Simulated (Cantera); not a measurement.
# Thermodynamics of silicon nitride deposition, feed trisilylamine + N2

Input: 1 mol trisilylamine, 29 mol N2.

Cantera equilibrium calculation (NASA polynomials, part measured and part estimated; ideal gas, pure solids and liquids). Candidate condensed phases: Si, Si3N4; 18 gas species. The feed counts by its element totals alone. Kinetics and transport are ignored.

Stable condensed phases:

```
T in K \ P in Pa
              5     17     59    210    710   2400   8400  29000 100000
   1725       A      A      A      A      B      B      B      B      B
   1625       A      A      B      B      B      B      B      B      B
   1525       A      B      B      B      B      B      B      B      B
   1425       B      B      B      B      B      B      B      B      B
   1325       B      B      B      B      B      B      B      B      B
   1225       B      B      B      B      B      B      B      B      B
   1125       B      B      B      B      B      B      B      B      B
   1025       B      B      B      B      B      B      B      B      B
    925       B      B      B      B      B      B      B      B      B
```

A: Si; B: Si3N4.
